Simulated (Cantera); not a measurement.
Feed: 1 mol CHF₃, 0.053 mol CH₄, held at 100 Torr.

Method: chemical equilibrium by Gibbs-energy minimisation in Cantera with the NASA 1993 tables (ideal gas, pure condensed phases). Candidate condensed phases: C, C₆H₆, C₇H₈, C₈H₁₈; 95 gas species. Gases not in the tables: C₂F₆ and larger saturated fluorocarbons. Kinetics and transport are ignored.

What share of the C ends up in condensed phases as a function of T (K), at 2273, 2323, 2373, 2423, 2473, 2523, 2573, 2623, 2673, 2723, 2773?


```tsv
T (K)	C condensed (%)	as
2273	50.4	C(graphite)
2323	48.4	C(graphite)
2373	46.2	C(graphite)
2423	43.9	C(graphite)
2473	42.0	C(graphite)
2523	40.5	C(graphite)
2573	40.0	C(graphite)
2623	40.4	C(graphite)
2673	41.7	C(graphite)
2723	43.8	C(graphite)
2773	46.2	C(graphite)
```
